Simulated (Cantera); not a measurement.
A closed system holds: 1 mol SiH4, 0.44 mol O3, 0.39 mol H2, held at 1152 °C and 12000 Pa.

Equilibrium computed with Cantera from the NASA thermochemical tables; the gas is ideal and each condensed phase is pure. Candidate condensed phases: H2O, Si, SiO2; 18 gas species. Mutual solubility and eutectic melting of coexisting phases are not modelled. The tables hold silica as quartz up to 1696 K and as liquid above; real silica turns to tridymite and cristobalite and melts near 1996 K. Kinetics and transport are ignored.

Base state: H2 0.999, SiO 0.00102, H 1.97e-5 (mole fractions); condensed: Si(s) + SiO2(β-quartz).

Problem. What changes in the equilibrium state with this change: SiH4 replaced by SiCl4?

Solution. 
```csv
species,before,after
Cl2,0,0.408
HCl,0,0.368
SiCl4,0,0.161
H2,0.999,8.80e-9
Cl,0,0.0633
SiO,0.00102,<1e-9
H,1.97e-5,1.85e-9
"Si(s), mol",0.339,0
"SiO2(β-quartz), mol",0.659,0.660
```

Problem. What changes in the equilibrium state with this change: temperature from 1152 °C to 450 °C?

Solution. 
```tsv
species	before	after
H2	0.999	1.00
SiO	0.00102	<1e-9
H	1.97e-5	<1e-9
Si(s), mol	0.339	0.340
SiO2(β-quartz), mol	0.659	0
SiO2(α-quartz), mol	0	0.660
```
